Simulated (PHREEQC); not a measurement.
Consider water at 47 °C with 0.27 mol NaHSO4 and 0.00026 mol Na2B4O7 per kg of water. Closed to the air; pH follows from the charge balance.

Equilibrium calculation in PHREEQC: ion-association model, wateq4f.dat.

```csv
quantity,before,after
pH,1.22,1.72
ionic strength (mol/kgw),0.391,0.0960
HSO4- (mol/kgw),0.191,0.0308
SO4-2 (mol/kgw),0.0605,0.0210
NaSO4- (mol/kgw),0.0189,0.00225
SI of Mirabilite (Na2SO4:10H2O),-3.28,-4.76
```

Problem. What was changed between the two runs?
A) temperature from 47 to 50 °C
B) diluted 5-fold with water
C) 0.07 mol/kgw TMAH added
D) diluted 2-fold with water
E) Na2B4O7 left out

Solution. B, diluted 5-fold with water

No solid was allowed to form. Away from 25 °C the constants follow the database's enthalpies or fits; those with neither stay at their 25 °C values.
